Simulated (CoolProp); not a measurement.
Dry air along the isotherm -158.25 °C: fugacity coefficient from the reference equation and from simpler models built on Tc = -140.6 °C, pc = 3.786 MPa, ω = 0.034; each cubic takes its own stable root.

Computed with CoolProp (reference Helmholtz-energy equation of state, Lemmon 2000). It is a pseudo-pure fit of the blend.

```
p (MPa)   phase  reference
-------  ------  ---------
0.12        gas     0.9838
0.181       gas     0.9755
0.272       gas     0.9632
0.411       gas     0.9445
0.62        gas     0.9165
0.935       gas     0.8742
3.21     liquid     0.4174
4.85     liquid     0.2968
7.31     liquid     0.2187
11       liquid     0.1695
16.6     liquid     0.1407
25.1     liquid     0.1295
37.9     liquid     0.1384
```

Question: How far does each simpler model (van der Waals, Redlich-Kwong, Soave-Redlich-Kwong) lie from the reference over these 13 states: mean and median of the absolute difference, and the worst?

Answer: 
- van der Waals: mean 28.7 %, median 28.2 %, worst +98.7 % at -158.25 °C and 37.9 MPa
- Redlich-Kwong: mean 0.8 %, median 0.5 %, worst +1.7 % at -158.25 °C and 7.31 MPa
- Soave-Redlich-Kwong: mean 0.7 %, median 0.3 %, worst +1.6 % at -158.25 °C and 7.31 MPa
